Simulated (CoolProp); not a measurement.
Vapour pressure (kPa) of fluorine: the reference equation beside estimates from Tc = 144.4 K, pc = 5240 kPa, ω = 0.045.

The numbers come from the reference Helmholtz-energy equation of state, de Reuck 1990 in CoolProp.

| T (K) | reference | Lee-Kesler | van der Waals | Redlich-Kwong | Soave-Redlich-Kwong | Peng-Robinson |
|---|---|---|---|---|---|---|
| 111.6 | [?] | 996.0 | 1708 | 1002 | 1002 | 997.4 |
| 115.6 | [?] | 1275 | [?] | 1294 | 1287 | 1278 |
| 119.7 | 1607 | 1616 | 2362 | 1649 | 1634 | 1622 |
| 123.7 | 1998 | 2006 | [?] | 2055 | 2033 | 2017 |
| 127.8 | 2466 | 2473 | 3153 | 2535 | 2508 | 2489 |
| 131.8 | 2995 | 3000 | 3597 | 3072 | [?] | 3022 |
| 135.9 | 3618 | 3624 | 4090 | 3694 | [?] | 3648 |
| 139.9 | 4317 | 4324 | 4609 | 4376 | 4357 | [?] |

What belongs in the gaps?


- 111.6, reference: 987.2
- 115.6, reference: 1266
- 115.6, van der Waals: 2014
- 123.7, van der Waals: 2735
- 131.8, Soave-Redlich-Kwong: 3042
- 135.9, Soave-Redlich-Kwong: 3666
- 139.9, Peng-Robinson: 4344

Absolute difference from the reference over all 8 rows, mean and median: Lee-Kesler 0.4 and 0.3 %, van der Waals 35.5 and 32.4 %, Redlich-Kwong 2.3 and 2.4 %, Soave-Redlich-Kwong 1.5 and 1.6 %, Peng-Robinson 0.9 and 0.9 %.
